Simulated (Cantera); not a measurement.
Mixture: H2 : O2 : N2 : H2O = 1 : 0.962 : 3.62 : 0.55 (molar parts), at 16.0 bar, adiabatic and at constant volume. Ignition delay is the time to a rise of 400 K.

Computed with Cantera and the H2/O2 subset of GRI-Mech 3.0, which has no nitrogen chemistry. The hydrogen kinetics of GRI-Mech 3.0 are dated; newer H2 mechanisms differ, most at raised pressure. The pressure lies above the range GRI-Mech 3.0 was tuned for (to about 10 atm). Where the delays flatten at high temperature, the 400 K rule measures the pace of heat release, not the induction time.

Question: Predict: delay at 1223 K; delay at 1423 K; delay at 1623 K; delay at 1823 K; apparent activation energy between 1723 and 1923 K.

Answer: 
| Property | Value |
|---|---|
| delay at 1223 K | 0.166 ms |
| delay at 1423 K | 4.79 µs |
| delay at 1623 K | 0.886 µs |
| delay at 1823 K | 0.474 µs |
| apparent activation energy between 1723 and 1923 K | 63 kJ/mol |
